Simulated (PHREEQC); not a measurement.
Solution (25 °C): 0.58 mmol/kgw PbCl2 and 0.14 mmol/kgw KBr. Closed to the air; pH follows from the charge balance.

Model: ion-association model, wateq4f.dat, run in PHREEQC.

```json
[
 {"quantity": "pH", "before": "5.52", "after": "5.09"},
 {"quantity": "ionic strength (mol/kgw)", "before": "0.00183", "after": "0.0151"}
]
```

Problem. Which change was made?
A) PbCl2 from 0.00058 to 0.0058 mol/kgw
B) PbCl2 replaced by CaCl2 at the same molality
C) PbCl2 from 0.00058 to 0.00087 mol/kgw
D) PbCl2 replaced by NiCl2 at the same molality
E) diluted 5-fold with water

Solution. A, PbCl2 from 0.00058 to 0.0058 mol/kgw

This is a speciation only: nothing precipitates in the calculation.
